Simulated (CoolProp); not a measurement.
Vapour-liquid equilibrium of ethane (1) + propane (2) at 258.7 K; x and y are mole fractions of (1).

Values from CoolProp's multi-fluid Helmholtz-energy mixture model, Bücker 2006 and Lemmon 2009; pair parameters Kunz 2012.

Q: Give the bubble pressure and the first vapour's composition at x = 0.55, 0.75, 0.85. Is there an azeotrope?

A: x = 0.55: 9.687 bar, y = 0.831; x = 0.75: 12.54 bar, y = 0.921; x = 0.85: 14.07 bar, y = 0.956. No azeotrope shows between x = 0.05 and 0.95.

Pair parameters are fitted to limited data, so mixtures are less certain than the pure fluids.
